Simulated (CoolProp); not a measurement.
Computed with CoolProp (reference Helmholtz-energy equation of state, Thol 2015).

Q: For octamethylcyclotetrasiloxane (D4), give the phase and the Z, cp (kJ/(kg K)), speed of sound (m/s), isothermal compressibility (1/MPa) at 620 K and 1.68 MPa.

A: 
- 620 K and 1.68 MPa: supercritical; Z 0.522, cp 2.62, speed of sound 70.3, isothermal compressibility 1.38
